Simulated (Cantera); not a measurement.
Adiabatic ignition

An adiabatic, constant-pressure homogeneous reactor starts with CO : H₂ : O₂ : N₂ : H₂O = 1 : 0.14 : 0.475 : 1.79 : 0.075 (molar parts), at 1200 K and 3750 Torr.

Detailed kinetics in Cantera: GRI-Mech 3.0 (53 species, 325 reactions). The hydrogen kinetics of GRI-Mech 3.0 are dated; newer H2 mechanisms differ, most at raised pressure.

| t (s) | T (K) | x CO | x H₂ | x O₂ | x OH | x N₂O | x NO₂ | x HO₂ |
|---|---|---|---|---|---|---|---|---|
| 2.00e-6 | 1200 | 0.287 | 0.0402 | 0.136 | 4.23e-9 | <1e-12 | <1e-12 | 2.47e-8 |
| 6.38e-6 | 1200 | 0.287 | 0.0402 | 0.136 | 3.26e-8 | 1.21e-12 | <1e-12 | 3.86e-7 |
| 2.04e-5 | 1201 | 0.287 | 0.0401 | 0.136 | 4.44e-6 | 1.77e-10 | <1e-12 | 5.02e-5 |
| 6.50e-5 | 2601 | 0.128 | 0.00549 | 0.0310 | 0.0120 | 7.31e-7 | 1.74e-7 | 7.59e-6 |
| 0.000208 | 2807 | 0.107 | 0.00421 | 0.0203 | 0.00979 | 8.96e-7 | 1.03e-6 | 5.81e-6 |
| 0.000662 | 2800 | 0.107 | 0.00425 | 0.0187 | 0.00940 | 9.23e-7 | 2.81e-6 | 5.38e-6 |
| 0.00211 | 2795 | 0.108 | 0.00429 | 0.0177 | 0.00916 | 9.63e-7 | 3.90e-6 | 5.10e-6 |
| 0.00675 | 2795 | 0.108 | 0.00429 | 0.0176 | 0.00914 | 9.66e-7 | 3.96e-6 | 5.09e-6 |
| 0.0215 | 2795 | 0.108 | 0.00429 | 0.0176 | 0.00914 | 9.66e-7 | 3.96e-6 | 5.09e-6 |
| 0.0687 | 2795 | 0.108 | 0.00429 | 0.0176 | 0.00914 | 9.66e-7 | 3.96e-6 | 5.09e-6 |
| 0.219 | 2795 | 0.108 | 0.00429 | 0.0176 | 0.00914 | 9.66e-7 | 3.96e-6 | 5.09e-6 |
| 0.700 | 2795 | 0.108 | 0.00429 | 0.0176 | 0.00914 | 9.66e-7 | 3.96e-6 | 5.09e-6 |
x: mole fraction; the columns are a selection and need not sum to one.

```
Property                                                            Result
---------------------------------  ---------------------------------------
time of steepest temperature rise                                  37.1 µs
temperature at 0.700 s                                              2795 K
equilibrium temperature                                             2795 K
x(CO) at 0.700 s                       0.108 (gas-phase equilibrium 0.108)
x(H₂) at 0.700 s                   0.00429 (gas-phase equilibrium 0.00429)
x(O₂) at 0.700 s                     0.0176 (gas-phase equilibrium 0.0176)
```
